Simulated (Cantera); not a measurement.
Input: 1 mol SiC, 0.25 mol O2, 4.5 mol N2, 0.0024 mol H2O, equilibrated at 1500 °C and 75.0 Torr.

Equilibrium computed with Cantera from the NASA thermochemical tables; the gas is ideal and each condensed phase is pure. Candidate condensed phases: C, C6H6, C7H8, C8H18, H2O, Si, SiC, SiO2, Si2N2O, Si3N4; 151 gas species. Mutual solubility and eutectic melting of coexisting phases are not modelled. Kinetics and transport are ignored.

Base state: N2 0.926, CO 0.0707, SiO 0.00238, H2 0.000480, HCN 4.42e-5, H 1.97e-5 (mole fractions); condensed: SiC(s) + Si2N2O(s).

Problem. What changes in the equilibrium state with this change: H2O from 0.0024 to 0.09 mol?

Solution. 
```tsv
species	before	after
N2	0.926	0.898
CO	0.0707	0.0810
H2	0.000480	0.0185
SiO	0.00238	0.00255
HCN	4.42e-5	0.000280
H	1.97e-5	0.000123
SiC(s), mol	0.669	0.610
Si2N2O(s), mol	0.160	0.189
```

Problem. What changes in the equilibrium state with this change: O2 from 0.25 to 1.8 mol?

Solution. 
```
species                 before     after
--------------------  --------  --------
N2                       0.926     0.818
CO2                    1.13e-7     0.109
CO                      0.0707    0.0726
SiO                    0.00238   2.31e-6
H2O                    2.84e-9  0.000366
HCN                    4.42e-5     <1e-9
H2                    0.000480   6.56e-5
H                      1.97e-5   7.29e-6
SiC(s), mol              0.669         0
Si2N2O(s), mol           0.160         0
SiO2(condensed), mol         0     1.000
```
The tables hold silica as quartz up to 1696 K and as liquid above; real silica turns to tridymite and cristobalite and melts near 1996 K.

Problem. What changes in the equilibrium state with this change: SiC replaced by Si?

Solution. 
```
species           before     after
--------------  --------  --------
N2                 0.926     0.998
SiO              0.00238   0.00120
H2              0.000480  0.000588
CO                0.0707         0
HCN              4.42e-5         0
H                1.97e-5   2.18e-5
SiC(s), mol        0.669         0
Si2N2O(s), mol     0.160     0.498
```
